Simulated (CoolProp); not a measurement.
Vapour-liquid equilibrium of R1234yf (1) + R1234ze(E) (2) at 4.62 kPa; x and y are mole fractions of (1).

The numbers come from the multi-fluid Helmholtz-energy mixture model, Lemmon 2022 and Thol 2016; pair parameters Bell 2022 in CoolProp.

```csv
x,"bubble temperature, mixture model (°C)","bubble temperature, Raoult's law (°C)","y, mixture model","y, Raoult's law"
0.05,-73.2,-73.0,0.105,0.098
0.2,-75.2,-74.9,0.352,0.343
0.35,-76.8,-76.6,0.534,0.532
0.5,-78.2,-78.0,0.677,0.681
0.65,-79.5,-79.4,0.795,0.801
0.8,-80.7,-80.6,0.893,0.897
0.95,-81.8,-81.7,0.976,0.977
```

The largest gap from Raoult's law is -0.3 K in bubble temperature, at x = 0.2. No azeotrope shows between x = 0.05 and 0.95.

Pair parameters are fitted to limited data, so mixtures are less certain than the pure fluids.
